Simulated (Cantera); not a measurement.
A closed system holds: 1 mol (CH₃)₂SiCl₂, 0.77 mol C₂H₄, 2.6 mol H₂, held at 2200 °C and 0.133 bar.

Method: chemical equilibrium by Gibbs-energy minimisation in Cantera with the NASA 1993 tables (ideal gas, pure condensed phases). Candidate condensed phases: C, C₆H₆, C₇H₈, C₈H₁₈, Si, SiC; 109 gas species. The feed counts by its element totals alone. The tables' values for SiCl, SiCl₃ are old estimates; treat these amounts as uncertain. Gases not in the tables: Si₂H₆ and higher silanes. Equilibrium is a limit: real reactors are often held back by kinetics, nucleation or transport.

Question: What is the equilibrium state?

Answer: 
| Quantity | Value |
|---|---|
| x(H₂) | 0.713 |
| x(HCl) | 0.189 |
| x(H) | 0.0516 |
| x(SiCl₂) | 0.0170 |
| x(Cl) | 0.00970 |
| x(C₂H₂ (acetylene)) | 0.00688 |
| x(Si) | 0.00653 |
| x(SiCl) | 0.00250 |
| x(SiC₂) | 0.00157 |
| n(C(graphite)) | 2.64 mol |
| n(SiC(s)) | 0.744 mol |
| gas amount | 8.489 mol |
| log10 activity of Si(l) (absent) | -0.65 |
